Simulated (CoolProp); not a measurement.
Carbonyl sulfide along the isobar 27600 kPa: fugacity coefficient from the reference equation and from simpler models built on Tc = 378.8 K, pc = 6369 kPa, ω = 0.098; each cubic takes its own stable root.

Values from CoolProp's reference Helmholtz-energy equation of state, Lemmon 2006. It is a short technical equation, of lower accuracy than the large ones.

| T (K) | phase | reference | van der Waals | Redlich-Kwong | Peng-Robinson |
|---|---|---|---|---|---|
| 356.8 | liquid | 0.1961 | 0.2764 | 0.2118 | 0.1896 |
| 375.1 | liquid | ? | 0.3148 | 0.2603 | 0.2368 |
| 393.3 | supercritical | 0.2953 | 0.3532 | 0.3104 | 0.2866 |
| 411.6 | supercritical | ? | 0.3917 | ? | 0.3384 |
| 429.9 | supercritical | 0.4014 | 0.4297 | 0.4120 | 0.3904 |
| 448.2 | supercritical | 0.4539 | 0.4669 | ? | 0.4416 |
| 466.5 | supercritical | 0.5046 | 0.5030 | 0.5083 | 0.4910 |
| 484.8 | supercritical | 0.5527 | 0.5378 | 0.5527 | 0.5378 |
| 503.1 | supercritical | 0.5977 | 0.5711 | ? | 0.5817 |
| 521.3 | supercritical | 0.6391 | 0.6026 | 0.6324 | 0.6222 |
| 539.6 | supercritical | ? | 0.6325 | 0.6677 | ? |
| 557.9 | supercritical | 0.7122 | 0.6606 | 0.7000 | 0.6943 |
| 576.2 | supercritical | 0.7440 | 0.6870 | 0.7295 | 0.7259 |

Problem. Some entries are withheld; supply them.

Solution. 
- 375.1, reference: 0.2443
- 411.6, reference: 0.3482
- 411.6, Redlich-Kwong: 0.3614
- 448.2, Redlich-Kwong: 0.4612
- 503.1, Redlich-Kwong: 0.5942
- 539.6, reference: 0.6773
- 539.6, Peng-Robinson: 0.6598
